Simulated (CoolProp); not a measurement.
The fluoroketone C6F12O (FK-5-1-12) at 293.15 K and 14 MPa is throttled through a valve to 6.97 MPa with no heat exchange. Each further row changes one setting.

The numbers come from the reference Helmholtz-energy equation of state, McLinden 2015 in CoolProp.

```json
[
 {"case": "as stated", "temperature change (K)": "…", "final density (kg/m³)": "…"},
 {"case": "outlet pressure 2.09 MPa", "temperature change (K)": "…", "final density (kg/m³)": "1620"},
 {"case": "outlet pressure 9.06 MPa", "temperature change (K)": "…", "final density (kg/m³)": "1650"}
]
```

Task: Fill in the missing entries.

Result: 
- as stated, temperature change (K): +2.1
- as stated, final density (kg/m³): 1640
- outlet pressure 2.09 MPa, temperature change (K): +3.5
- outlet pressure 9.06 MPa, temperature change (K): +1.5
